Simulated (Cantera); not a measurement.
Thermodynamics of carbothermic reduction, feed MgO + C + H₂

Feed: 1 mol MgO, 0.56 mol C, a varied amount of H₂, equilibrated at 10000 Pa.

Method: chemical equilibrium by Gibbs-energy minimisation in Cantera with the NASA 1993 tables (ideal gas, pure condensed phases). Candidate condensed phases: C, C₆H₆, C₇H₈, C₈H₁₈, H₂O, Mg, MgCO₃, MgO, Mg(OH)₂; 116 gas species. Equilibrium is a limit: real reactors are often held back by kinetics, nucleation or transport.

Stable condensed phases:

```
T in °C \ n(H₂) in mol
         0.46  0.7  1.1  1.6  2.4  3.7  5.6  8.4   13
   2202     A    A    A    A    A    B    B    B    B
   2052     A    A    A    A    A    A    A    B    B
   1902     A    A    A    A    A    A    A    A    A
   1752     A    A    A    A    A    A    A    A    A
   1602     A    A    A    A    A    A    A    A    A
   1452     C    C    C    C    A    A    A    A    A
   1302     C    C    C    C    C    C    C    C    C
   1152     C    C    C    C    C    C    C    C    C
   1002     C    C    C    C    C    C    C    C    C
    852     C    C    C    C    C    C    C    C    C
```

A: MgO; B: gas only; C: C + MgO.
